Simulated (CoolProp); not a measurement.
Vapour-liquid equilibrium of CH2F2 (R32) (1) + R236EA (2) at 301.6 K; x and y are mole fractions of (1).

Computed with CoolProp (multi-fluid Helmholtz-energy mixture model, Tillner-Roth 1997 and Rui 2013; pair parameters Bell 2016).

```json
[
 {"x": "0.05", "bubble pressure, mixture model (bar)": "2.913", "bubble pressure, Raoult's law (bar)": "3.128", "y, mixture model": "0.227", "y, Raoult's law": "0.296"},
 {"x": "0.15", "bubble pressure, mixture model (bar)": "4.170", "bubble pressure, Raoult's law (bar)": "4.748", "y, mixture model": "0.495", "y, Raoult's law": "0.585"},
 {"x": "0.25", "bubble pressure, mixture model (bar)": "5.515", "bubble pressure, Raoult's law (bar)": "6.367", "y, mixture model": "0.648", "y, Raoult's law": "0.727"},
 {"x": "0.35", "bubble pressure, mixture model (bar)": "6.945", "bubble pressure, Raoult's law (bar)": "7.987", "y, mixture model": "0.747", "y, Raoult's law": "0.811"},
 {"x": "0.45", "bubble pressure, mixture model (bar)": "8.457", "bubble pressure, Raoult's law (bar)": "9.606", "y, mixture model": "0.816", "y, Raoult's law": "0.867"},
 {"x": "0.55", "bubble pressure, mixture model (bar)": "10.05", "bubble pressure, Raoult's law (bar)": "11.23", "y, mixture model": "0.867", "y, Raoult's law": "0.907"},
 {"x": "0.65", "bubble pressure, mixture model (bar)": "11.75", "bubble pressure, Raoult's law (bar)": "12.84", "y, mixture model": "0.907", "y, Raoult's law": "0.937"},
 {"x": "0.75", "bubble pressure, mixture model (bar)": "13.54", "bubble pressure, Raoult's law (bar)": "14.46", "y, mixture model": "0.939", "y, Raoult's law": "0.960"},
 {"x": "0.85", "bubble pressure, mixture model (bar)": "15.44", "bubble pressure, Raoult's law (bar)": "16.08", "y, mixture model": "0.966", "y, Raoult's law": "0.978"},
 {"x": "0.95", "bubble pressure, mixture model (bar)": "17.46", "bubble pressure, Raoult's law (bar)": "17.70", "y, mixture model": "0.990", "y, Raoult's law": "0.993"}
]
```

The largest gap from Raoult's law is -13.4 % in bubble pressure, at x = 0.25. No azeotrope shows between x = 0.05 and 0.95.

Pair parameters are fitted to limited data, so mixtures are less certain than the pure fluids.
